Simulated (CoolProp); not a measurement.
Computed with CoolProp (reference Helmholtz-energy equation of state, Penoncello 2003).

### Question
Give the vapour pressure (kPa), vapour Z, liquid conductivity (mW/(m K)) of saturated CHF3 (R23) at -39.35 °C.

### Answer
```csv
T (°C),p (kPa),vapour Z,liquid conductivity (mW/(m K))
-39.35,724,0.849,104
```

Thermal conductivity comes from a separate model (Shan 2000).
